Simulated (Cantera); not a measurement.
An isothermal plug-flow reactor at 650 K and 3750 Torr (inlet), inlet velocity 0.95 m/s, active area per volume 240 1/m; feed H2 : O2 : N2 = 0.0023 : 0.02 : 0.79 (molar parts).

Cantera simulation using Deutschmann's 1995 Pt surface mechanism with GRI-Mech 3.0 gas chemistry; the numbers are that mechanism's predictions, not measurements. Catalytic surfaces can have several steady states; this one follows from the mechanism file's or the stated starting coverage. Mass transfer to the wall is taken as infinitely fast.

Q: What does this change do: inlet velocity 0.95 to 0.31 m/s?

A: 
```csv
quantity,before,after
x(H2) at z = 0.0094 m,0.000174,5.39e-5
x(O2) at z = 0.0094 m,0.0233,0.0233
x(H2O) at z = 0.0094 m,0.00266,0.00278
θ(free Pt) at the exit,0.0132,0.00519
θ(O*) at the exit,0.983,0.992
θ(OH*) at the exit,0.00375,0.00239
```

Q: What does this change do: H2 0.0023 to 0.0059 parts?

A: 
| quantity | before | after |
|---|---|---|
| x(H2) at z = 0.0094 m | 0.000174 | 0.000163 |
| x(O2) at z = 0.0094 m | 0.0233 | 0.0211 |
| x(H2O) at z = 0.0094 m | 0.00266 | 0.00709 |
| θ(free Pt) at the exit | 0.0132 | 0.0138 |
| θ(O*) at the exit | 0.983 | 0.980 |
| θ(OH*) at the exit | 0.00375 | 0.00620 |
